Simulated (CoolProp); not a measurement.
Model: reference Helmholtz-energy equation of state, Lemmon and Jacobsen 2000, in CoolProp.

**Question.** Give the vapour pressure (bar), enthalpy of vaporisation (kJ/kg), surface tension (mN/m) of saturated R143a at 3.15, 46.25 °C.

**Answer.** 
```
T (°C)  p (bar)  enthalpy of vaporisation (kJ/kg)  surface tension (mN/m)
------  -------  --------------------------------  ----------------------
3.15       6.83                               185                    7.23
46.25      21.2                               126                    2.16
```

Surface tension comes from a separate correlation (Mulero 2014).
